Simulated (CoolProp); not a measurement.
50 sccm (0 °C, 1 atm) of nitrogen bubbles through liquid n-heptane at 354.6 K and leaves saturated at a total pressure of 0.15 MPa (ideal gas phase). Each further row changes one setting.

Values from CoolProp's reference Helmholtz-energy equation of state, Span 2003. It is a short technical equation, of lower accuracy than the large ones.

```csv
case,vapour pressure (kPa),mole fraction of vapour,delivery (mg/min),delivery (sccm),change of delivery for a bath 1 K warmer (%)
as stated,59.9,[?],149,[?],5.7
bath temperature 359.6 K,70.4,0.469,[?],44.2,[?]
total pressure 0.3 MPa,59.9,[?],55.8,[?],4.2
```

Q: Complete the blanks.

A: 
- as stated, mole fraction of vapour: 0.399
- as stated, delivery (sccm): 33.2
- bath temperature 359.6 K, delivery (mg/min): 198
- bath temperature 359.6 K, change of delivery for a bath 1 K warmer (%): 6.2
- total pressure 0.3 MPa, mole fraction of vapour: 0.200
- total pressure 0.3 MPa, delivery (sccm): 12.5
